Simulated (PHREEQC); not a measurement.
# Reverse-osmosis permeate: speciation

Synthetic water in mmol/kgw, 25 °C, pH 6.2, pe 12:

| constituent | mmol/kgw |
|---|---|
| Na | 0.0304 |
| K | 0.088 |
| Ca | 0.0888 |
| Mg | 0.064 |
| Cl | 0.0496 |
| S(6) | 0.05 |
| Alkalinity (meq/kgw) | 0.285 |
| B | 0.00311 |
| Pb | 5.48e-05 |
| Sr | 0.000284 |
| Br | 0.000856 |

Valence states are taken as typed.

Equilibrium calculation in PHREEQC: ion-association model, phreeqc.dat.

No solid was allowed to form.

Question: What charge-balance error does the model give?

Answer: charge-balance error -1.3 %.

Question: In which forms is S present?

Answer: SO4-2 98 %, CaSO4 1.2 %, MgSO4 1.2 % of the S.
